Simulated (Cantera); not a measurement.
A perfectly stirred reactor is fed with H2 : O2 : N2 = 1 : 0.746 : 2.81 (molar parts), equivalence ratio 0.67, at 5.00 bar; it is adiabatic with a 600 K inlet, and is followed from long to short residence time, starting on the burning branch (τ in s: 0.45, 0.12, 0.035, 0.0097, 0.0027, 0.00075, 0.00021, 5.8e-05, 1.6e-05).

Detailed kinetics in Cantera: the H2/O2 subset of GRI-Mech 3.0, which has no nitrogen chemistry. The hydrogen kinetics of GRI-Mech 3.0 are dated; newer H2 mechanisms differ, most at raised pressure.

One state of this run: T (K) = 2080; x H2 = 0.00808; x O2 = 0.0601; x H2O2 = 1.40e-6; x H = 0.00306; x O = 0.00367. x: mole fraction; the columns are a selection and need not sum to one.

**Question.** Which value of τ (s) does it belong to?
A) 5.8e-5
B) 0.12
C) 0.0027
D) 0.45

**Answer.** A, 5.8e-5
